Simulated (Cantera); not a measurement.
Charge: 1 mol B₂O₃, 12 mol H₂O, 4.2 mol N₂, 4.8 mol NH₃, held at 1.33 mbar.

These are equilibrium values from Cantera (NASA tables, ideal gas, pure condensed phases), not measurements of a reactor. Candidate condensed phases: B, BN, B₂O₃, B₃O₃H₃, H₂O; 39 gas species. Gases not in the tables: H₃BO₃. Rates play no part. All values below are at 1198 K.

Base state: H₂O 0.454, H₂ 0.277, N₂ 0.254, HBO₂ 0.0149, (HBO₂)₃ 0.000132 (mole fractions); condensed: B₂O₃(l).

What changes in the equilibrium state with this change: pressure from 1.33 mbar to 78.0 Pa?


```
species         before    after
------------  --------  -------
H₂O              0.454    0.451
H₂               0.277    0.276
N₂               0.254    0.253
HBO₂            0.0149   0.0194
B₂O₃           6.46e-6  1.10e-5
(HBO₂)₃       0.000132  9.95e-5
B₂O₃(l), mol     0.801    0.743
```
